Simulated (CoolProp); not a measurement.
A single-stage vapour-compression cycle with the fluid: evaporating at 258.15 K (dew point), condensing at 284.15 K (bubble point), superheat 0 K, subcooling 8 K, compressor efficiency 0.9, no pressure losses. The same conditions are run with several fluids, on thermodynamics alone (safety and materials aside).

Values from CoolProp's reference Helmholtz-energy equation of state of each fluid (R227EA: Lemmon 2016; n-perfluorobutane: Gao 2022; R404A: Lemmon 2003; cis-2-butene: Lemmon 2005; R152A: Outcalt 1996; R507A: Lemmon 2003). Blends and air are pseudo-pure fits.

```tsv
fluid	cooling COP	pressure ratio	discharge temperature (K)	refrigerating effect (kJ/kg)	volumetric capacity (kJ/m³)
R227EA	8.39	2.70	284.1	?	998
n-perfluorobutane	8.26	?	284.1	82.0	547
R404A	8.10	?	289.9	154	2830
cis-2-butene	8.63	2.84	294.1	394	492
R152A	8.52	2.59	298.3	291	1410
R507A	8.27	2.31	289.1	150	2940
```

Q: Fill in the missing entries.

A: 
- R227EA, refrigerating effect (kJ/kg): 111
- n-perfluorobutane, pressure ratio: 2.85
- R404A, pressure ratio: 2.36

The compression ends wet for: R227EA; n-perfluorobutane.
